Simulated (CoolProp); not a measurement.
Properties of R1336mzz(E) along the isotherm 136.85 °C (Tc = 130.4 °C, pc = 27.79 bar, ω = 0.413).

Model: reference Helmholtz-energy equation of state, Akasaka 2023, in CoolProp.

```json
[
 {"p (bar)": "0.18", "phase": "gas", "density (kg/m³)": "0.8681", "Joule-Thomson coefficient (K/MPa)": "10.23", "isothermal compressibility (1/MPa)": "55.68"},
 {"p (bar)": "0.321", "phase": "gas", "density (kg/m³)": "1.551", "Joule-Thomson coefficient (K/MPa)": "10.25", "isothermal compressibility (1/MPa)": "31.28"},
 {"p (bar)": "0.57", "phase": "gas", "density (kg/m³)": "2.762", "Joule-Thomson coefficient (K/MPa)": "(withheld)", "isothermal compressibility (1/MPa)": "17.67"},
 {"p (bar)": "1.01", "phase": "gas", "density (kg/m³)": "4.922", "Joule-Thomson coefficient (K/MPa)": "10.34", "isothermal compressibility (1/MPa)": "10.03"},
 {"p (bar)": "1.8", "phase": "gas", "density (kg/m³)": "8.860", "Joule-Thomson coefficient (K/MPa)": "(withheld)", "isothermal compressibility (1/MPa)": "5.684"},
 {"p (bar)": "3.21", "phase": "gas", "density (kg/m³)": "(withheld)", "Joule-Thomson coefficient (K/MPa)": "10.66", "isothermal compressibility (1/MPa)": "3.249"},
 {"p (bar)": "5.7", "phase": "gas", "density (kg/m³)": "29.58", "Joule-Thomson coefficient (K/MPa)": "11.05", "isothermal compressibility (1/MPa)": "1.898"},
 {"p (bar)": "10.1", "phase": "gas", "density (kg/m³)": "56.10", "Joule-Thomson coefficient (K/MPa)": "11.87", "isothermal compressibility (1/MPa)": "1.157"},
 {"p (bar)": "18", "phase": "gas", "density (kg/m³)": "117.0", "Joule-Thomson coefficient (K/MPa)": "(withheld)", "isothermal compressibility (1/MPa)": "0.7960"},
 {"p (bar)": "32.1", "phase": "supercritical", "density (kg/m³)": "583.1", "Joule-Thomson coefficient (K/MPa)": "12.39", "isothermal compressibility (1/MPa)": "1.724"},
 {"p (bar)": "57", "phase": "supercritical", "density (kg/m³)": "(withheld)", "Joule-Thomson coefficient (K/MPa)": "1.421", "isothermal compressibility (1/MPa)": "(withheld)"}
]
```

Problem. Complete the blanks.

Solution. 
- 0.57, Joule-Thomson coefficient (K/MPa): 10.28
- 1.8, Joule-Thomson coefficient (K/MPa): 10.45
- 3.21, density (kg/m³): 16.09
- 18, Joule-Thomson coefficient (K/MPa): 13.95
- 57, density (kg/m³): 905.6
- 57, isothermal compressibility (1/MPa): 0.04328
